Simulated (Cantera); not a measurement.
Source: NASA polynomial tables (part measured, part estimated), evaluated in Cantera. Values are per mole of reaction as written; species without (g) are pure solids or liquids, kept so even where they would boil at 1 bar.

4 Li + O₂(g) → 2 Li₂O

```
T (K)  ΔH° (kJ)  ΔS° (J/K)  ΔG° (kJ)  log10 K  condensed phases
-----  --------  ---------  --------  -------  ----------------
300         ___        ___       ___      ___    Li(s), Li₂O(s)
698     -1213.0     -281.0   -1016.8    76.09    Li(l), Li₂O(s)
848     -1211.5     -279.2    -974.7    60.04    Li(l), Li₂O(s)
998     -1208.8     -276.3    -933.1    48.84    Li(l), Li₂O(s)
1148        ___        ___       ___      ___    Li(l), Li₂O(s)
1298    -1199.4     -268.8    -850.4    34.22    Li(l), Li₂O(s)
1448        ___        ___       ___      ___    Li(l), Li₂O(s)
```

Some entries are withheld; supply them.


- 300, ΔH° (kJ): -1197.4
- 300, ΔS° (J/K): -245.9
- 300, ΔG° (kJ): -1123.7
- 300, log10 K: 195.65
- 1148, ΔH° (kJ): -1204.2
- 1148, ΔS° (J/K): -272.8
- 1148, ΔG° (kJ): -891.0
- 1148, log10 K: 40.54
- 1448, ΔH° (kJ): -1193.9
- 1448, ΔS° (J/K): -264.8
- 1448, ΔG° (kJ): -810.4
- 1448, log10 K: 29.23
